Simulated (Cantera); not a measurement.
An isothermal, constant-pressure homogeneous reactor starts with CH2O : O2 : N2 = 0.0048 : 0.0039 : 1 (molar parts), at 1298 K and 1.70 bar.

Model: GRI-Mech 3.0 (53 species, 325 reactions), integrated in Cantera.

One state of this run: x CH2O = <1e-12; x O2 = 2.74e-11; x O = 4.74e-12; x NO = 1.23e-6; x CH4 = <1e-12; x CO = 0.00109. x: mole fraction; the columns are a selection and need not sum to one.

### Question
Which value of t (s) does it belong to?
(A) 0.431
(B) 1.23
(C) 3.51
(D) 0.00651

### Answer
C, 3.51
